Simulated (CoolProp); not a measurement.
Propylene at several states: Z from the reference equation and from simpler models built on Tc = 91.1 °C, pc = 45.55 bar, ω = 0.146; each cubic takes its own stable root.

Computed with CoolProp (reference Helmholtz-energy equation of state, Lemmon 2013).

| T (°C) | p (bar) | phase | reference | Soave-Redlich-Kwong | Peng-Robinson |
|---|---|---|---|---|---|
| 234.05 | 22.9 | gas | 0.9428 | 0.9479 | 0.9356 |
| -0.85 | 8.58 | liquid | 0.02910 | 0.03141 | 0.02771 |
| 91.95 | 0.16 | gas | 0.9988 | 0.9988 | 0.9987 |
| -106.45 | 45 | liquid | 0.2004 | 0.2146 | 0.1910 |
| 86.25 | 2.13 | gas | 0.9831 | 0.9832 | 0.9814 |
